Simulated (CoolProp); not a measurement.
Vapour-liquid equilibrium of R22 (1) + C3F8 (R218) (2) at 232.4 K; x and y are mole fractions of (1).

Computed with CoolProp (multi-fluid Helmholtz-energy mixture model, Kamei 1995 and Lemmon 2006; pair parameters Bell 2016).

Question: Give the bubble pressure and the first vapour's composition at x = 0.275, 0.725, 0.875. Is there an azeotrope?

Answer: x = 0.275: 127.5 kPa, y = 0.472; x = 0.725: 135.3 kPa, y = 0.634; x = 0.875: 127.4 kPa, y = 0.727. y crosses x between x = 0.575 and 0.65: the model has an azeotrope there.

Pair parameters are fitted to limited data, so mixtures are less certain than the pure fluids.
